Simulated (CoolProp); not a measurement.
Properties of octamethyltrisiloxane (MDM) along the isotherm 301.85 °C (Tc = 292.2 °C, pc = 1.438 MPa, ω = 0.528).

The numbers come from the reference Helmholtz-energy equation of state, Thol 2017 in CoolProp.

```tsv
p (MPa)	phase	density (kg/m³)	cv (kJ/(kg K))	Joule-Thomson coefficient (K/MPa)	isothermal compressibility (1/MPa)
0.553	gas	31.59	2.078	10.53	2.124
1.11	gas	80.38	2.113	16.17	1.498
1.66	supercritical	280.0	2.186	27.24	3.595
2.21	supercritical	413.8	2.148	4.010	0.2011
2.76	supercritical	446.6	2.138	2.165	0.1001
3.32	supercritical	467.4	2.132	1.443	0.06672
3.87	supercritical	482.5	2.128	1.058	0.05046
4.42	supercritical	494.6	2.126	0.8115	0.04067
4.98	supercritical	505.0	2.124	0.6358	0.03402
5.53	supercritical	513.9	2.122	0.5075	0.02935
6.08	supercritical	521.7	2.121	0.4077	0.02582
6.63	supercritical	528.7	2.120	0.3276	0.02307
7.19	supercritical	535.3	2.119	0.2605	0.02082
```
